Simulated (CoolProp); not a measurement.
2000 sccm (0 °C, 1 atm) of nitrogen bubbles through liquid dimethyl carbonate at 309.5 K and leaves saturated at a total pressure of 0.15 MPa (ideal gas phase). Each further row changes one setting.

Computed with CoolProp (reference Helmholtz-energy equation of state, Zhou 2011).

```json
[
 {"case": "as stated", "vapour pressure (kPa)": "12.7", "mole fraction of vapour": "0.0845", "delivery (mg/min)": "742", "delivery (sccm)": "185", "change of delivery for a bath 1 K warmer (%)": "5.2"},
 {"case": "bath temperature 314.5 K", "vapour pressure (kPa)": "16.0", "mole fraction of vapour": "0.106", "delivery (mg/min)": "957", "delivery (sccm)": "238", "change of delivery for a bath 1 K warmer (%)": "5.2"},
 {"case": "total pressure 0.3 MPa", "vapour pressure (kPa)": "12.7", "mole fraction of vapour": "0.0423", "delivery (mg/min)": "355", "delivery (sccm)": "88.2", "change of delivery for a bath 1 K warmer (%)": "5.0"}
]
```
